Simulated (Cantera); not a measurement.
Input (Python, Cantera) and output of one run.

```python
import numpy as np
import cantera as ct

gas_names = [...]  # 110 gases of nasa_gas.yaml made of C, H, O
cond_names = """
    C(gr) C6H6(L) C7H8(L) C8H18(L),n-octa H2O(s) H2O(L)
""".split()


# ... load() reads the species with a 1 bar reference pressure and builds the phases ...
atoms = {
    'C2H6': {'C': 2, 'H': 6},
    'H2': {'H': 2},
    'H2O': {'H': 2, 'O': 1},
}
top_T = {'C(gr)': 4500}  # K; cautious upper limits of use, not melting points


# ... equilibrate(T, P, feed) seeds the gas with the atoms and calls Mixture.equilibrate('TP', solver="vcs", rtol=1e-11, max_steps=5000) ...
results = []
P = 420  # Pa
for T in [2398, 2448, 2498, 2548, 2598, 2648, 2698, 2748, 2798]:
    for m in [0.094, 0.14, 0.22, 0.33, 0.49, 0.75, 1.1]:
        feed = {'C2H6': 1, 'H2': 76, 'H2O': m}  # mol
        mix = equilibrate(T, P, feed)
        results.append((T, P, feed, dict(zip(mix.species_names, mix.species_moles))))

for T, P, feed, n in results:
    print(f"{T:7g} {feed['H2O']:10.4g}  " + (" + ".join(c for c in cond_names if n.get(c, 0) > 1e-12) or "gas only"))
```

Result:

```
   2398      0.094  C(gr)
   2398       0.14  C(gr)
   2398       0.22  C(gr)
   2398       0.33  C(gr)
   2398       0.49  C(gr)
   2398       0.75  C(gr)
   2398        1.1  gas only
   2448      0.094  C(gr)
   2448       0.14  C(gr)
   2448       0.22  C(gr)
   2448       0.33  C(gr)
   2448       0.49  C(gr)
   2448       0.75  C(gr)
   2448        1.1  gas only
   2498      0.094  C(gr)
   2498       0.14  C(gr)
   2498       0.22  C(gr)
   2498       0.33  C(gr)
   2498       0.49  C(gr)
   2498       0.75  gas only
   2498        1.1  gas only
   2548      0.094  C(gr)
   2548       0.14  C(gr)
   2548       0.22  C(gr)
   2548       0.33  gas only
   2548       0.49  gas only
   2548       0.75  gas only
   2548        1.1  gas only
   2598      0.094  gas only
   2598       0.14  gas only
   2598       0.22  gas only
   2598       0.33  gas only
   2598       0.49  gas only
   2598       0.75  gas only
   2598        1.1  gas only
   2648      0.094  gas only
   2648       0.14  gas only
   2648       0.22  gas only
   2648       0.33  gas only
   2648       0.49  gas only
   2648       0.75  gas only
   2648        1.1  gas only
   2698      0.094  gas only
   2698       0.14  gas only
   2698       0.22  gas only
   2698       0.33  gas only
   2698       0.49  gas only
   2698       0.75  gas only
   2698        1.1  gas only
   2748      0.094  gas only
   2748       0.14  gas only
   2748       0.22  gas only
   2748       0.33  gas only
   2748       0.49  gas only
   2748       0.75  gas only
   2748        1.1  gas only
   2798      0.094  gas only
   2798       0.14  gas only
   2798       0.22  gas only
   2798       0.33  gas only
   2798       0.49  gas only
   2798       0.75  gas only
   2798        1.1  gas only
```

These are equilibrium values from Cantera (NASA tables, ideal gas, pure condensed phases), not measurements of a reactor.
